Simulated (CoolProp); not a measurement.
Saturation properties of C2F6 (R116).

Model: reference Helmholtz-energy equation of state, Lemmon 2006, in CoolProp. It is a short technical equation, of lower accuracy than the large ones.

| T (K) | p (kPa) | liquid density (kg/m³) | vapour density (kg/m³) | enthalpy of vaporisation (kJ/kg) | liquid viscosity (µPa s) |
|---|---|---|---|---|---|
| 202.8 | 150.8 | 1570 | 13.13 | 113.5 | 368 |
| 206.7 | 182.0 | 1552 | ___ | 111.7 | 343 |
| 210.5 | 216.8 | ___ | ___ | 109.9 | 322 |
| 214.4 | 257.6 | 1515 | 21.85 | 108.0 | 301 |
| 218.3 | 304.0 | 1496 | 25.62 | 106.0 | 282 |
| 222.1 | 355.1 | 1477 | 29.78 | 103.9 | 265 |
| 226 | 413.9 | 1457 | 34.60 | 101.8 | 248 |
| 229.8 | 477.9 | 1437 | 39.88 | 99.58 | 233 |
| 233.7 | 551.1 | 1415 | 45.97 | 97.23 | 219 |

Some entries are withheld; supply them.


- 206.7, vapour density (kg/m³): 15.68
- 210.5, liquid density (kg/m³): 1534
- 210.5, vapour density (kg/m³): 18.52

It boils at 195.1 K under 1 atm.

Viscosity comes from a separate model (Huber 2003), an estimate that may be off by 10 % or more.
